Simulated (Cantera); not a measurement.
A closed system holds: 1 mol Fe(CO)5, 1.9 mol O2, 1 mol H2, at 675 °C and 0.133 bar.

Method: chemical equilibrium by Gibbs-energy minimisation in Cantera with the NASA 1993 tables (ideal gas, pure condensed phases). Candidate condensed phases: C, C6H6, C7H8, C8H18, Fe, Fe(CO)5, FeO, Fe(OH)2, Fe(OH)3, Fe2O3, Fe3O4, H2O; 114 gas species. The tables' stoichiometric FeO is somewhat more stable than real wüstite, so its field is too wide. FeO: taken at fixed stoichiometry. Equilibrium is a limit: real reactors are often held back by kinetics, nucleation or transport.

Base state: CO 0.425, CO2 0.409, H2 0.109, H2O 0.0579, CH4 2.77e-5 (mole fractions); condensed: FeO(s).

### Question
What changes in the equilibrium state with this change: pressure from 0.133 bar to 2.20 bar?

### Answer
```
species            before    after
----------------  -------  -------
CO2                 0.409    0.475
CO                  0.425    0.352
H2                  0.109   0.0968
H2O                0.0579   0.0724
CH4               2.77e-5  0.00353
FeO(s), mol          1.00     1.00
C(graphite), mol        0    0.287
```

### Question
What changes in the equilibrium state with this change: temperature from 675 °C to 1102 °C?

### Answer
```json
[
 {"species": "CO", "before": "0.425", "after": "0.469"},
 {"species": "CO2", "before": "0.409", "after": "0.364"},
 {"species": "H2O", "before": "0.0579", "after": "0.103"},
 {"species": "H2", "before": "0.109", "after": "0.0640"},
 {"species": "CH4", "before": "2.77e-5", "after": "<1e-9"},
 {"species": "FeO(s), mol", "before": "1.00", "after": "1.000"}
]
```

### Question
What changes in the equilibrium state with this change: H2 from 1 to 100 mol?

### Answer
```csv
species,before,after
H2,0.109,0.916
CO,0.425,0.0422
H2O,0.0579,0.0360
CO2,0.409,0.00300
CH4,2.77e-5,0.00265
"FeO(s), mol",1.00,0
"Fe(α), mol",0,1.00
```
